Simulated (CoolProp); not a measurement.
Properties of fluorine along the isobar 1070 kPa (Tc = 144.4 K, pc = 5240 kPa, ω = 0.045).

The numbers come from the reference Helmholtz-energy equation of state, de Reuck 1990 in CoolProp.

| T (K) | phase | Z | isothermal compressibility (1/MPa) | fugacity coefficient |
|---|---|---|---|---|
| 82.9 | liquid | 0.03883 | 0.001657 | 0.07414 |
| 99.6 | liquid | 0.03517 | 0.002957 | 0.3626 |
| 116.3 | gas | 0.8504 | 1.127 | 0.8696 |
| 133 | gas | 0.9064 | 1.040 | 0.9142 |
| 149.7 | gas | 0.9370 | 1.001 | 0.9407 |
| 166.4 | gas | 0.9557 | 0.9797 | 0.9576 |
| 183.1 | gas | 0.9679 | 0.9665 | 0.9689 |
| 199.8 | gas | 0.9762 | 0.9579 | 0.9768 |
| 216.5 | gas | 0.9821 | 0.9519 | 0.9824 |
| 233.2 | gas | 0.9864 | 0.9476 | 0.9866 |
| 249.9 | gas | 0.9897 | 0.9444 | 0.9898 |
| 266.6 | gas | 0.9922 | 0.9420 | 0.9923 |
| 283.3 | gas | 0.9942 | 0.9401 | 0.9942 |
| 300 | gas | 0.9957 | 0.9386 | 0.9958 |
